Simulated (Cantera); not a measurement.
A closed system holds: 1 mol Fe, a varied amount of H2S, 12 mol H2, at 1425 °C and 0.0760 bar.

Method: chemical equilibrium by Gibbs-energy minimisation in Cantera with the NASA 1993 tables (ideal gas, pure condensed phases). Candidate condensed phases: Fe, FeS, FeS2, S; 8 gas species. Metal and sulfide melt together well below either melting point, which pure phases cannot show. Mutual solubility and eutectic melting of coexisting phases are not modelled. FeS: taken at fixed stoichiometry. Equilibrium is a limit: real reactors are often held back by kinetics, nucleation or transport.

**Question.** At 0.74 mol H2S, list the 5 most abundant gas species with their mole fractions, and the condensed phases.

**Answer.** H2 0.976, H2S 0.0195, S2 0.00217, SH 0.00149, H 0.000519. Condensed: Fe(δ) + FeS(l).
